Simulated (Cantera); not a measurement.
Charge: 1 mol SiH2Cl2, 1100 mol H2, equilibrated at 2225 K and 12.0 Torr.

Cantera equilibrium calculation (NASA polynomials, part measured and part estimated; ideal gas, pure solids and liquids). Candidate condensed phases: Si; 19 gas species. Rates play no part.

Base state: H2 0.948, H 0.0498, HCl 0.00170, Si 0.000829, Cl 6.49e-5, SiH 4.30e-5 (mole fractions); condensed: gas only.

What changes in the equilibrium state with this change: temperature from 2225 K to 2500 K?


```tsv
species	before	after
H2	0.948	0.818
H	0.0498	0.180
HCl	0.00170	0.00143
Si	0.000829	0.000798
Cl	6.49e-5	0.000222
SiH	4.30e-5	2.41e-5
```
